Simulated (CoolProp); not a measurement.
Octamethyltrisiloxane (MDM) along the isobar 17.6 bar: fugacity coefficient from the reference equation and from simpler models built on Tc = 565.4 K, pc = 14.38 bar, ω = 0.528; each cubic takes its own stable root.

Values from CoolProp's reference Helmholtz-energy equation of state, Thol 2017.

```tsv
T (K)	phase	reference
421.5	liquid	0.05695
443.4	liquid	0.09511
465.4	liquid	0.1481
487.3	liquid	0.2165
509.2	liquid	0.3000
531.1	liquid	0.3966
553.1	liquid	0.5024
575	supercritical	0.6068
```

How far does each simpler model (van der Waals, Soave-Redlich-Kwong, Peng-Robinson) lie from the reference over these 8 states: mean and median of the absolute difference, and the worst?


- van der Waals: mean 103.2 %, median 67.4 %, worst +313.3 % at 421.5 K and 17.6 bar
- Soave-Redlich-Kwong: mean 2.2 %, median 2.3 %, worst +2.8 % at 509.2 K and 17.6 bar
- Peng-Robinson: mean 1.4 %, median 1.3 %, worst -2.6 % at 575 K and 17.6 bar
